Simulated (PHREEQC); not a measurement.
Model water analysis in mmol/kgw, 25 °C, pH 6.6: Na 570; K 4.03; Ca 10.9; Mg 36.5; Cl 545; S(6) 57.5; Alkalinity (meq/kgw) 2.17e-07; Li 4.33.

Valence states are taken as typed.

The numbers come from PHREEQC with the Pitzer model, pitzer.dat.

Precipitation was switched off in this run.

Predict the activity of water, osmotic coefficient.

activity of water 0.980; osmotic coefficient 0.892.

In which forms is C present?

HCO3- 77 %, CO2 23 % of the C.
